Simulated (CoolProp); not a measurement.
2000 sccm (0 °C, 1 atm) of nitrogen bubbles through liquid octamethyltrisiloxane (MDM) at 337.8 K and leaves saturated at a total pressure of 0.0615 MPa (ideal gas phase). Each further row changes one setting.

Computed with CoolProp (reference Helmholtz-energy equation of state, Thol 2017).

```tsv
case	vapour pressure (kPa)	mole fraction of vapour	delivery (mg/min)	delivery (sccm)	change of delivery for a bath 1 K warmer (%)
as stated	4.57	0.0742	1690	160	5.2
bath temperature 342.8 K	5.76	0.0937	2180	207	5.2
total pressure 0.123 MPa	4.57	0.0371	814	77.1	5.0
```
